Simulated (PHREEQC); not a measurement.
**Metal-bearing waste water: speciation**

Make-up at 70 °C: 3.4 mmol/kgw FeCl3, 0.041 mmol/kgw CuCl2, 97 mmol/kgw H2SO4 and 4 mmol/kgw NaCl. Closed to the air; pH follows from the charge balance.

Equilibrium calculation in PHREEQC: ion-association model, wateq4f.dat.

Precipitation was switched off in this run.

Problem. Predict the pH, ionic strength.

Solution. pH 1.07; ionic strength 0.126 mol/kgw.

Problem. In which forms is S present?

Solution. HSO4- 89 %, SO4-2 8.1 %, FeSO4+ 1.8 %, FeHSO4+2 1.3 % of the S.

The solution is supersaturated, for example in Hematite (slow to form), Goethite (slow to form), so a real one may precipitate; this is no full list. Away from 25 °C the constants follow the database's enthalpies or fits; those with neither stay at their 25 °C values.
